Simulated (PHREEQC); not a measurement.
Alkaline etch or developer (model solution)

Solution (30 °C): 0.0024 mol/kgw NH3 and 5.8e-05 mol/kgw Na2CO3. Closed to the air; pH follows from the charge balance.

Equilibrium calculation in PHREEQC: ion-association model, wateq4f.dat.

Each row changes one thing in this solution. This is a speciation only: nothing precipitates in the calculation.

| case | pH | ionic strength (mol/kgw) | NH3 (mol/kgw) | NH4+ (mol/kgw) |
|---|---|---|---|---|
| as made | 10.17 | 0.000330 | 0.00221 | 0.000188 |
| Na2CO3 from 5.8e-05 to 1.16e-05 mol/kgw | 10.14 | 0.000227 | 0.00220 | 0.000199 |
| diluted 2-fold with water | [?] | 0.000200 | 0.00107 | 0.000132 |
| NH3 from 0.0024 to 0.012 mol/kgw | [?] | 0.000611 | 0.0115 | 0.000458 |
| Na2CO3 left out | 10.14 | 0.000202 | 0.00220 | 0.000202 |
| 0.00015 mol/kgw LiBr added | 10.17 | 0.000481 | 0.00221 | 0.000189 |
| Na2CO3 from 5.8e-05 to 0.00029 mol/kgw | 10.28 | 0.000879 | 0.00225 | 0.000150 |

### Question
Fill in the missing entries.

### Answer

- diluted 2-fold with water, pH: 10.01
- NH3 from 0.0024 to 0.012 mol/kgw, pH: 10.51
